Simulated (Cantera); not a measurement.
What does this Cantera script print?

```python
import numpy as np
import cantera as ct

gas = ct.Solution("gri30.yaml")
gas.TPX = 1973, 16000, {'C2H6': 1, 'H2': 6.1}
inlet = ct.Reservoir(gas, clone=True)

reactor = ct.IdealGasConstPressureReactor(gas, energy="off", clone=False)
exhaust = ct.Reservoir(gas, clone=True)
tau = [23, 7.6, 2.5, 0.82, 0.27, 0.088, 0.029, 0.0095, 0.0031, 0.001][0]
for a, b in ((inlet, reactor), (reactor, exhaust)):
    ct.MassFlowController(a, b, mdot=lambda t: reactor.mass / tau)
net = ct.ReactorNet([reactor])
show = ['C2H6', 'H2', 'CH2', 'C2H2', 'CH4']

rows = []
print(f"{'tau/s':>10s}{'T/K':>9s}" + "".join(f"{s:>11s}" for s in show))
for tau in [23, 7.6, 2.5, 0.82, 0.27, 0.088, 0.029, 0.0095, 0.0031, 0.001]:
    net.initial_time = 0.0
    net.advance(30 * tau)
    before = gas.X
    net.advance(40 * tau)
    drift = np.max(np.abs(gas.X - before) / (gas.X + 1e-9))
    rows.append([gas.T, *gas[show].X, drift])
    print(f"{tau:10.3e}{gas.T:9.1f}" + "".join(f"{x:11.3e}" for x in gas[show].X))
```

Output:

```
     tau/s      T/K       C2H6         H2        CH2       C2H2        CH4
 2.300e+01   1973.0  5.021e-08  8.863e-01  3.943e-07  1.091e-01  1.212e-03
 7.600e+00   1973.0  1.322e-07  8.859e-01  5.746e-07  1.088e-01  1.781e-03
 2.500e+00   1973.0  3.818e-07  8.852e-01  9.195e-07  1.084e-01  2.882e-03
 8.200e-01   1973.0  1.142e-06  8.839e-01  1.528e-06  1.075e-01  4.868e-03
 2.700e-01   1973.0  3.430e-06  8.816e-01  2.544e-06  1.061e-01  8.280e-03
 8.800e-02   1973.0  1.038e-05  8.778e-01  4.204e-06  1.036e-01  1.401e-02
 2.900e-02   1973.0  3.076e-05  8.718e-01  6.781e-06  9.963e-02  2.300e-02
 9.500e-03   1973.0  8.991e-05  8.628e-01  1.074e-05  9.358e-02  3.622e-02
 3.100e-03   1973.0  2.569e-04  8.505e-01  1.673e-05  8.497e-02  5.382e-02
 1.000e-03   1973.0  7.209e-04  8.352e-01  2.565e-05  7.344e-02  7.475e-02
```

Computed with Cantera and GRI-Mech 3.0 (53 species, 325 reactions). GRI-Mech 3.0 stops at C3 and has no aromatics, soot or wall deposition, so with more carbon than oxygen in the feed, carbon stays in small species such as C2H2 where larger ones or solid carbon would form.
